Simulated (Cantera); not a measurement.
Input: 1 mol B, 6.1 mol H₂O, 8.7 mol N₂, 7.5 mol O₂, equilibrated at 800 °C.

Cantera equilibrium calculation (NASA polynomials, part measured and part estimated; ideal gas, pure solids and liquids). Candidate condensed phases: B, BN, B₂O₃, B₃O₃H₃, H₂O; 39 gas species. Gases not in the tables: H₃BO₃. Kinetics and transport are ignored.

### Question
At 3.00 Torr, list the 4 most abundant gas species with their mole fractions, and the condensed phases.

### Answer
N₂ 0.404, O₂ 0.313, H₂O 0.282, HBO₂ 0.000913. Condensed: B₂O₃(l).
